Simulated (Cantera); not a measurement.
Charge: 1 mol B2O3, 1.1 mol N2, equilibrated at 1975 °C.

Equilibrium computed with Cantera from the NASA thermochemical tables; the gas is ideal and each condensed phase is pure. Candidate condensed phases: B, BN, B2O3; 17 gas species. Equilibrium is a limit: real reactors are often held back by kinetics, nucleation or transport.

At 0.210 Torr, list the 4 most abundant gas species with their mole fractions, and the condensed phases.

N2 0.462, B2O3 0.316, BO 0.120, BO2 0.0865. Condensed: gas only.
